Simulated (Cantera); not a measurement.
A Cantera script and what it prints.

```python
import numpy as np
import cantera as ct

gas_names = """
    CH2CL2 C2H6 FeCL3
""".split()
cond_names = """
    Fe(a) Fe(c) Fe(d) Fe(L) C(gr)
""".split()


def load(file, names, dense=False):
    # The tables refer to 1 bar. Condensed volumes are neglected.
    table = {s.name: s for s in ct.Species.list_from_file(file)}
    out = []
    for n in names:
        d = dict(table[n].input_data)
        d["thermo"] = dict(d["thermo"], **{"reference-pressure": 1e5})
        if dense:
            d["equation-of-state"] = {"model": "constant-volume", "density": "1e6 g/cm^3"}
        out.append(ct.Species.from_dict(d))
    return out


species = {s.name: s for s in load("nasa_gas.yaml", gas_names) + load("nasa_condensed.yaml", cond_names)}
# Each term lists the table entries of one substance; the one whose range holds T is used.
reactions = {
    '2 Fe + 3 CH2Cl2(g) = C + C2H6(g) + 2 FeCl3(g)':
        [(-2, ['Fe(a)', 'Fe(c)', 'Fe(d)', 'Fe(L)']), (-3, ['CH2CL2']), (1, ['C(gr)']), (1, ['C2H6']), (2, ['FeCL3'])],
}


def pick(names, T):
    return next(species[n] for n in names if species[n].thermo.min_temp <= T <= species[n].thermo.max_temp)


results = []
for label, terms in reactions.items():
    print(label)
    print("     T/K   dH/kJ  dS/(J/K)   dG/kJ   log10 K")
    for T in [1323, 1423, 1523, 1623, 1723, 1823, 1923, 2023, 2123, 2223]:
        used = [(nu, pick(names, T)) for nu, names in terms]
        dH = sum(nu * s.thermo.h(T) for nu, s in used) / 1e6
        dS = sum(nu * s.thermo.s(T) for nu, s in used) / 1e3
        dG = dH - T * dS / 1e3
        logK = -dG * 1e6 / (ct.gas_constant * T * np.log(10))
        results.append((label, T, dH, dS, dG, logK, [s.name for _, s in used]))
        print(f"{T:8g} {dH:8.1f} {dS:8.1f} {dG:8.1f} {logK:8.2f}")
```

Output:

```
2 Fe + 3 CH2Cl2(g) = C + C2H6(g) + 2 FeCl3(g)
     T/K   dH/kJ  dS/(J/K)   dG/kJ   log10 K
    1323   -330.0     31.4   -371.5    14.67
    1423   -332.2     29.8   -374.6    13.75
    1523   -334.6     28.2   -377.5    12.95
    1623   -337.1     26.5   -380.2    12.24
    1723   -341.9     23.7   -382.7    11.60
    1823   -373.2      6.3   -384.8    11.03
    1923   -377.6      4.0   -385.3    10.47
    2023   -382.0      1.8   -385.6     9.96
    2123   -386.4     -0.4   -385.7     9.49
    2223   -390.8     -2.4   -385.5     9.06
```

Standard-state values (1 bar) from the NASA 1993 polynomials, evaluated with Cantera. Condensed species are held in their standard states even where they would react or evaporate.
